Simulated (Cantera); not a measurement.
Charge: 1 mol MgO, 1.1 mol SO3, 0.059 mol O2, at 8.50 bar.

These are equilibrium values from Cantera (NASA tables, ideal gas, pure condensed phases), not measurements of a reactor. Candidate condensed phases: Mg, MgO, MgS, MgSO4, S; 14 gas species. The numbers say what is thermodynamically allowed, not how fast it happens. All values below are at 1123 K.

Base state: O2 0.457, SO2 0.273, SO3 0.270 (mole fractions); condensed: MgSO4(s).

**Question.** What changes in the equilibrium state with this change: pressure from 8.50 bar to 0.190 bar?

**Answer.** 
```
species        before   after
-------------  ------  ------
O2              0.457   0.506
SO2             0.273   0.428
SO3             0.270  0.0664
MgSO4(s), mol    1.00    1.00
```

**Question.** What changes in the equilibrium state with this change: 0.022 mol H2S added?

**Answer.** 
```
species        before     after
-------------  ------  --------
SO2             0.273     0.361
SO3             0.270     0.268
O2              0.457     0.258
H2O                 0     0.113
H2SO4               0  0.000342
MgSO4(s), mol    1.00      1.00
```
Further candidate phases: H2O, H2SO4, Mg(OH)2.
